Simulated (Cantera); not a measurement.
Input: 1 mol MgCl₂, 2.8 mol O₂, 5.2 mol N₂, at 1973 K and 1.00 Torr.

Cantera equilibrium calculation (NASA polynomials, part measured and part estimated; ideal gas, pure solids and liquids). Candidate condensed phases: Mg, MgCl₂, MgO; 18 gas species. Rates play no part.

Base state: N₂ 0.550, O₂ 0.253, Cl 0.152, MgCl₂ 0.0301, O 0.00747, NO 0.00651, MgCl 0.000101, Mg 9.85e-5 (mole fractions); condensed: MgO(s).

Problem. What changes in the equilibrium state with this change: temperature from 1973 K to 1700 K?

Solution. 
| species | before | after |
|---|---|---|
| N₂ | 0.550 | 0.557 |
| O₂ | 0.253 | 0.265 |
| Cl | 0.152 | 0.134 |
| MgCl₂ | 0.0301 | 0.0400 |
| Mg | 9.85e-5 | 7.62e-8 |
| MgCl | 0.000101 | 1.58e-6 |
| O | 0.00747 | 0.000631 |
| Cl₂ | 7.01e-5 | 0.000644 |
| MgO(s), mol | 0.715 | 0.628 |
